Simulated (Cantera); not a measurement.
A Cantera script and what it prints.

```python
import numpy as np
import cantera as ct

gas_names = """
    CL CLO CL2 Mg MgCL MgCL2 MgO Mg2 O O2 O3 Ti TiCL TiCL2 TiCL3 TiCL4 TiO TiOCL TiOCL2 TiO2
""".split()
cond_names = """
    Mg(cr) Mg(L) MgCL2(s) MgCL2(L) MgO(s) MgO(L) MgTiO3(s) MgTiO3(L) MgTi2O5(s) MgTi2O5(L) Mg2TiO4(s)
    Mg2TiO4(L) Ti(a) Ti(b) Ti(L) TiCL2(s) TiCL3(s) TiCL4(L) TiO(a) TiO(b) TiO(L) TiO2(ru) TiO2(L)
    Ti2O3(a) Ti2O3(b) Ti2O3(L) Ti3O5(a) Ti3O5(b) Ti3O5(L) Ti4O7(s) Ti4O7(L)
""".split()


def load(file, names, dense=False):
    # The tables refer to 1 bar. Condensed volumes are neglected.
    table = {s.name: s for s in ct.Species.list_from_file(file)}
    out = []
    for n in names:
        d = dict(table[n].input_data)
        d["thermo"] = dict(d["thermo"], **{"reference-pressure": 1e5})
        if dense:
            d["equation-of-state"] = {"model": "constant-volume", "density": "1e6 g/cm^3"}
        out.append(ct.Species.from_dict(d))
    return out


gas = ct.Solution(thermo="ideal-gas", species=load("nasa_gas.yaml", gas_names))
cond = {s.name: ct.Solution(thermo="fixed-stoichiometry", species=[s], name=s.name)
        for s in load("nasa_condensed.yaml", cond_names, dense=True)}
atoms = {
    'TiO2': {'Ti': 1, 'O': 2},
    'MgCl2': {'Mg': 1, 'CL': 2},
    'O2': {'O': 2},
}
top_T = {'TiCL2(s)': 1300, 'TiCL3(s)': 1000}  # K; cautious upper limits of use, not melting points


def equilibrate(T, P, feed):
    n = {}
    for name, mol in feed.items():
        for a, k in atoms[name].items():
            n[a] = n.get(a, 0.0) + k * mol
    gas.TPX = T, P, n
    mass = sum(n.values()) * gas.mean_molecular_weight
    gas.equilibrate("TP")
    valid = [c for c in cond.values() if c.min_temp <= T <= top_T.get(c.name, c.max_temp)]
    mix = ct.Mixture([(gas, mass / gas.mean_molecular_weight)] + [(c, 0.0) for c in valid])
    mix.T, mix.P = T, P
    mix.equilibrate("TP", solver="vcs", rtol=1e-11, max_steps=5000)
    return mix


results = []
T = 1750  # K
P = 101325  # Pa
for m in [0.23, 0.42, 0.62, 0.82, 1, 1.2, 1.4, 1.6, 1.8]:
    feed = {'TiO2': 1, 'MgCl2': 0.38, 'O2': m}  # mol
    mix = equilibrate(T, P, feed)
    results.append((T, P, feed, dict(zip(mix.species_names, mix.species_moles))))
    x = sorted(zip(gas.X, gas.species_names), reverse=True)
    print(f"T = {T:g} K  P = {P:g} Pa  n(O2) = {m:g} mol  gas = {mix.phase_moles(0):.4g} mol")
    print("   x: " + "  ".join(f"{s} {v:.3e}" for v, s in x if v > 0.001))
    print("   condensed (mol): " + ("  ".join(f"{mix.phase(i).name} {mix.phase_moles(i):.4g}"
          for i in range(1, mix.n_phases) if mix.phase_moles(i) > 1e-12) or "none"))
```

It prints:

```
T = 1750 K  P = 101325 Pa  n(O2) = 0.23 mol  gas = 0.5116 mol
   x: CL2 4.570e-01  MgCL2 1.913e-01  O2 1.785e-01  CL 1.666e-01  TiCL4 5.271e-03  CLO 1.322e-03
   condensed (mol): MgTi2O5(s) 0.2821  TiO2(ru) 0.433
T = 1750 K  P = 101325 Pa  n(O2) = 0.42 mol  gas = 0.698 mol
   x: O2 3.820e-01  CL2 3.625e-01  CL 1.484e-01  MgCL2 1.037e-01  CLO 1.722e-03  TiCL4 1.549e-03
   condensed (mol): MgTi2O5(s) 0.3076  TiO2(ru) 0.3837
T = 1750 K  P = 101325 Pa  n(O2) = 0.62 mol  gas = 0.9007 mol
   x: O2 5.123e-01  CL2 2.838e-01  CL 1.313e-01  MgCL2 7.012e-02  CLO 1.765e-03
   condensed (mol): MgTi2O5(s) 0.3168  TiO2(ru) 0.3657
T = 1750 K  P = 101325 Pa  n(O2) = 0.82 mol  gas = 1.105 mol
   x: O2 5.963e-01  CL2 2.304e-01  CL 1.183e-01  MgCL2 5.277e-02  CLO 1.715e-03
   condensed (mol): MgTi2O5(s) 0.3217  TiO2(ru) 0.3561
T = 1750 K  P = 101325 Pa  n(O2) = 1 mol  gas = 1.288 mol
   x: O2 6.498e-01  CL2 1.961e-01  CL 1.091e-01  MgCL2 4.301e-02  CLO 1.652e-03
   condensed (mol): MgTi2O5(s) 0.3246  TiO2(ru) 0.3505
T = 1750 K  P = 101325 Pa  n(O2) = 1.2 mol  gas = 1.492 mol
   x: O2 6.942e-01  CL2 1.676e-01  CL 1.009e-01  MgCL2 3.556e-02  CLO 1.578e-03
   condensed (mol): MgTi2O5(s) 0.3269  TiO2(ru) 0.3458
T = 1750 K  P = 101325 Pa  n(O2) = 1.4 mol  gas = 1.695 mol
   x: O2 7.281e-01  CL2 1.458e-01  CL 9.412e-02  MgCL2 3.022e-02  CLO 1.508e-03
   condensed (mol): MgTi2O5(s) 0.3288  TiO2(ru) 0.3422
T = 1750 K  P = 101325 Pa  n(O2) = 1.6 mol  gas = 1.899 mol
   x: O2 7.550e-01  CL2 1.288e-01  CL 8.844e-02  MgCL2 2.621e-02  CLO 1.443e-03
   condensed (mol): MgTi2O5(s) 0.3302  TiO2(ru) 0.3393
T = 1750 K  P = 101325 Pa  n(O2) = 1.8 mol  gas = 2.102 mol
   x: O2 7.768e-01  CL2 1.150e-01  CL 8.359e-02  MgCL2 2.308e-02  CLO 1.383e-03
   condensed (mol): MgTi2O5(s) 0.3315  TiO2(ru) 0.3369
```

Equilibrium computed with Cantera from the NASA thermochemical tables; the gas is ideal and each condensed phase is pure. Mutual solubility and eutectic melting of coexisting phases are not modelled. Condensed phases not in the tables: alloys, solid solutions and most ternary compounds.
